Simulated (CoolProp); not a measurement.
Acetone along the isobar 6.1 bar: density (kg/m³) from the reference equation and from simpler models built on Tc = 508.1 K, pc = 46.92 bar, ω = 0.307; each cubic takes its own stable root.

Values from CoolProp's reference Helmholtz-energy equation of state, Lemmon 2006. It is a short technical equation, of lower accuracy than the large ones.

```tsv
T (K)	phase	reference	van der Waals	Redlich-Kwong	Soave-Redlich-Kwong	Peng-Robinson
378.1	liquid	687.6	12.30	12.68	535.6	607.1
391.3	liquid	668.7	11.79	12.10	518.7	588.4
404.5	gas	12.18	11.33	11.58	11.71	11.79
417.8	gas	11.54	10.91	11.11	11.21	11.28
431	gas	11.00	10.52	10.69	10.76	10.83
444.2	gas	?	10.16	10.30	10.35	10.41
457.4	gas	10.11	9.827	9.937	9.975	10.03
470.7	gas	9.739	9.513	9.604	9.628	9.683
483.9	gas	9.401	9.222	?	9.311	9.362
497.1	gas	9.092	8.949	9.011	9.017	9.065
510.3	gas	8.806	8.693	8.744	8.743	8.788
523.6	gas	8.540	8.450	8.492	8.485	8.527
536.8	gas	8.295	?	8.257	8.245	8.285
550	gas	8.065	8.009	8.036	8.020	8.058
```

Fill in the missing entries.


- 444.2, reference: 10.53
- 483.9, Redlich-Kwong: 9.297
- 536.8, van der Waals: 8.223

At some of these states van der Waals, Redlich-Kwong gives the other phase, because its saturation line lies elsewhere.
